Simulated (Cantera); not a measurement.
**PbI₂ + H₂ + N₂ (halide evaporation, hydrolysis and transport)**

Input: 1 mol PbI₂, 1.3 mol H₂, 7.9 mol N₂, held at 1.10 mbar.

Cantera equilibrium calculation (NASA polynomials, part measured and part estimated; ideal gas, pure solids and liquids). Candidate condensed phases: I₂, Pb, PbI₂; 17 gas species. Equilibrium is a limit: real reactors are often held back by kinetics, nucleation or transport.

| T (°C) | x N₂ | x I | x H₂ | x Pb |
|---|---|---|---|---|
| 1250 | 0.652 | 0.155 | 0.105 | 0.0781 |
| 1300 | 0.651 | 0.158 | 0.105 | 0.0796 |
| 1350 | 0.650 | 0.159 | 0.105 | 0.0805 |
| 1400 | 0.649 | 0.160 | 0.105 | 0.0810 |
| 1450 | 0.648 | 0.161 | 0.105 | 0.0813 |
| 1500 | 0.648 | 0.161 | 0.104 | 0.0815 |
| 1550 | 0.647 | 0.162 | 0.104 | 0.0815 |
| 1600 | 0.646 | 0.162 | 0.102 | 0.0815 |
x: gas mole fraction; nothing condenses.

From 1250 °C to 1600 °C nothing is condensed. The main Pb-bearing gas is Pb throughout.
